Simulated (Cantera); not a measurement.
# Premixed flame

A freely propagating, adiabatic, planar premixed flame of 7.39 % CH4, 1.92 % C2H6, 1.33 % C3H8, 18.8 % O2, 70.6 % N2, equivalence ratio 1.5, unburnt at 623 K and 5.00 bar; multicomponent+Soret transport, grid criteria slope 0.08 and curve 0.16, no radiation.

Computed with Cantera and GRI-Mech 3.0 (53 species, 325 reactions). GRI-Mech 3.0 was tuned for natural gas; its chemistry of propane as a main component is partial and can be far from experiment. Burning velocities carry a grid error of a few per cent, more on coarse grids.

| z (mm) | T (K) | u (m/s) | x CH4 | x C2H6 | x C3H8 | x O2 | x H2 | x H2O2 |
|---|---|---|---|---|---|---|---|---|
| -0.478 | 624 | 0.433 | 0.0735 | 0.0192 | 0.0133 | 0.187 | 0.00344 | 2.64e-7 |
| -0.319 | 629 | 0.438 | 0.0728 | 0.0191 | 0.0132 | 0.186 | 0.00744 | 1.59e-6 |
| -0.239 | 647 | 0.453 | 0.0712 | 0.0190 | 0.0132 | 0.184 | 0.0120 | 6.76e-6 |
| -0.159 | 746 | 0.528 | 0.0656 | 0.0182 | 0.0130 | 0.173 | 0.0206 | 3.64e-5 |
| -0.0797 | 1149 | 0.839 | 0.0481 | 0.0121 | 0.00856 | 0.127 | 0.0364 | 0.000105 |
| -0.0399 | 1511 | 1.13 | 0.0319 | 0.00505 | 0.00244 | 0.0818 | 0.0469 | 2.47e-5 |
| 0 | 1854 | 1.42 | 0.0147 | 0.000590 | 4.06e-5 | 0.0368 | 0.0548 | 3.26e-6 |
| 0.0399 | 2042 | 1.57 | 0.00567 | 4.78e-5 | 8.49e-8 | 0.0131 | 0.0583 | 9.95e-7 |
| 0.0797 | 2116 | 1.63 | 0.00284 | 8.98e-6 | <1e-8 | 0.00461 | 0.0606 | 3.11e-7 |
| 0.159 | 2159 | 1.67 | 0.00150 | 1.35e-6 | <1e-8 | 0.000799 | 0.0642 | 4.48e-8 |
| 0.319 | 2172 | 1.68 | 0.000961 | 2.60e-7 | <1e-8 | 6.48e-5 | 0.0677 | <1e-8 |
| 0.638 | 2172 | 1.68 | 0.000611 | 7.78e-8 | <1e-8 | 2.91e-6 | 0.0705 | <1e-8 |
| 1.28 | 2170 | 1.68 | 0.000289 | 1.63e-8 | <1e-8 | 7.73e-7 | 0.0726 | <1e-8 |
x: mole fraction of selected species; z is measured from the peak of heat release.

- laminar burning velocity = 43.1 cm/s
- thermal thickness = 0.159 mm
- peak x(H2) = 0.0742
- peak x(H2O2) = 0.000106
- grid points = 134
